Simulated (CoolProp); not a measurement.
R1123 along the isobar 4.23 bar: fugacity coefficient from the reference equation and from simpler models built on Tc = 331.7 K, pc = 45.49 bar, ω = 0.243; each cubic takes its own stable root.

The numbers come from the reference Helmholtz-energy equation of state, Akasaka 2020 in CoolProp.

```csv
T (K),phase,reference
265.3,gas,0.9320
281.8,gas,0.9444
298.4,gas,0.9540
314.9,gas,0.9615
331.4,gas,0.9676
347.9,gas,0.9725
364.4,gas,0.9766
380.9,gas,0.9800
397.4,gas,0.9828
413.9,gas,0.9853
430.5,gas,0.9874
447,gas,0.9891
463.5,gas,0.9907
480,gas,0.9920
```

### Question
How far does each simpler model (van der Waals, Redlich-Kwong, Soave-Redlich-Kwong, Peng-Robinson) lie from the reference over these 14 states: mean and median of the absolute difference, and the worst?

### Answer
- van der Waals: mean 0.6 %, median 0.3 %, worst +2.3 % at 265.3 K and 4.23 bar
- Redlich-Kwong: mean 0.2 %, median 0.2 %, worst +1.0 % at 265.3 K and 4.23 bar
- Soave-Redlich-Kwong: mean 0.1 %, median 0.1 %, worst +0.5 % at 265.3 K and 4.23 bar
- Peng-Robinson: mean 0.2 %, median 0.2 %, worst -0.3 % at 331.4 K and 4.23 bar
